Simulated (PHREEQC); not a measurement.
Make-up at 10 °C: 0.081 mol/kgw NH4HS. Closed to the air; pH follows from the charge balance.

All values are PHREEQC results (ion-association model, wateq4f.dat), not measurements.

No solid was allowed to form.

Question: Estimate the pH, ionic strength.

Answer: pH 8.44; ionic strength 0.0778 mol/kgw.

Question: In which forms is S present?

Answer: HS- 96 %, H2S 3.9 % of the S.

Complexes and solids missing from the database can't appear. Constants without temperature data keep their 25 °C values here. The polysulfide entries of wateq4f.dat were taken out for this run.
